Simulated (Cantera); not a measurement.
Input: 1 mol SiH4, 19 mol H2O, 2.2 mol N2, 1.6 mol CO2, held at 100000 Pa.

Equilibrium computed with Cantera from the NASA thermochemical tables; the gas is ideal and each condensed phase is pure. Candidate condensed phases: C, C6H6, C7H8, C8H18, H2O, Si, SiC, SiO2, Si2N2O, Si3N4; 151 gas species. Rates play no part.

**Question.** At 900 K, list the 7 most abundant gas species with their mole fractions, and the condensed phases.

**Answer.** H2O 0.691, H2 0.155, N2 0.0887, CO2 0.0588, CO 0.00574, CH4 2.36e-5, NH3 2.21e-5. Condensed: SiO2(β-quartz).
